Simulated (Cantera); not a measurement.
Predominance diagram of Mg at 1275 K against the partial pressures of O2 and F2 (log10, bar). Cantera with NASA thermochemical tables; ideal gases at 1 bar, condensed phases pure. Candidates: Mg(l), MgF2(s), MgO(s). Only these pure phases compete in this equilibrium. Not in the tables: oxide halides.

**Question.** Which phase is stable at these pairs, and which metal-bearing vapour leads over it? (-9.9, -8.7); (-12, 1); (-8.8, 1); (-23, -11.9); (-18.6, -8.7); (-16.4, -2.2); (-19.7, -24.8)

**Answer.** 
| log p(O2) | log p(F2) | phase | chief vapour | log p (bar) |
|---|---|---|---|---|
| -9.9 | -8.7 | MgF2(s) | MgF2 | -6.6 |
| -12 | 1 | MgF2(s) | MgF2 | -6.6 |
| -8.8 | 1 | MgF2(s) | MgF2 | -6.6 |
| -23 | -11.9 | MgF2(s) | MgF2 | -6.6 |
| -18.6 | -8.7 | MgF2(s) | MgF2 | -6.6 |
| -16.4 | -2.2 | MgF2(s) | MgF2 | -6.6 |
| -19.7 | -24.8 | MgF2(s) | MgF2 | -6.6 |
